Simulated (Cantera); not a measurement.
A freely propagating, adiabatic, planar premixed flame of 9.78 % CH4, 7.14 % CO, 16.5 % O2, 62.1 % N2, 4.40 % CO2, unburnt at 425 K and 5.33 atm; mixture-averaged transport, grid criteria slope 0.08 and curve 0.16, no radiation.

Cantera simulation using GRI-Mech 3.0 (53 species, 325 reactions); the numbers are that mechanism's predictions, not measurements. Burning velocities carry a grid error of a few per cent, more on coarse grids.

**Question.** Predict: laminar burning velocity; thermal thickness; peak x(C2H6); peak x(C2H2).

**Answer.** 
| Property | Value |
|---|---|
| laminar burning velocity | 14.1 cm/s |
| thermal thickness | 0.259 mm |
| peak x(C2H6) | 0.000833 |
| peak x(C2H2) | 0.000875 |
